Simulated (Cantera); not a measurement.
## Adiabatic ignition

An adiabatic, constant-pressure homogeneous reactor starts with CH3OH : O2 : N2 = 1 : 2.54 : 9.56 (molar parts), at 1675 K and 340000 Pa.

Cantera simulation using GRI-Mech 3.0 (53 species, 325 reactions); the numbers are that mechanism's predictions, not measurements. GRI-Mech 3.0 was tuned for natural gas; its chemistry of methanol as a main component is partial and can be far from experiment.

```tsv
t (s)	T (K)	x CH3OH	x O2	x NO2	x N2O	x CH4	x CH3
2.00e-6	1675	0.0758	0.193	<1e-12	1.46e-9	1.69e-5	5.38e-5
7.02e-6	1679	0.0725	0.191	1.59e-12	2.07e-8	9.22e-5	3.81e-5
2.47e-5	2159	8.31e-9	0.0986	1.01e-9	5.32e-7	2.06e-6	9.35e-7
8.66e-5	2679	<1e-12	0.0763	4.73e-7	1.40e-6	<1e-12	<1e-12
0.000304	2684	<1e-12	0.0752	2.10e-6	1.42e-6	<1e-12	<1e-12
0.00107	2677	<1e-12	0.0727	6.48e-6	1.45e-6	<1e-12	<1e-12
0.00375	2668	<1e-12	0.0693	1.20e-5	1.53e-6	<1e-12	<1e-12
0.0132	2666	<1e-12	0.0688	1.29e-5	1.55e-6	<1e-12	<1e-12
0.0462	2666	<1e-12	0.0688	1.29e-5	1.55e-6	<1e-12	<1e-12
0.162	2666	<1e-12	0.0688	1.29e-5	1.55e-6	<1e-12	<1e-12
0.570	2666	<1e-12	0.0688	1.29e-5	1.55e-6	<1e-12	<1e-12
2.00	2666	<1e-12	0.0688	1.29e-5	1.55e-6	<1e-12	<1e-12
```
x: mole fraction; the columns are a selection and need not sum to one.

```yaml
time_of_steepest_temperature_rise: 23.5 µs
temperature at 2.00 s: 2666 K
equilibrium_temperature: 2666 K
x(CH3OH) at 2.00 s: <1e-12 (gas-phase equilibrium <1e-12)
x(O2) at 2.00 s: 0.0688 (gas-phase equilibrium 0.0688)
x(NO2) at 2.00 s: 1.29e-5 (gas-phase equilibrium 1.29e-5)
```
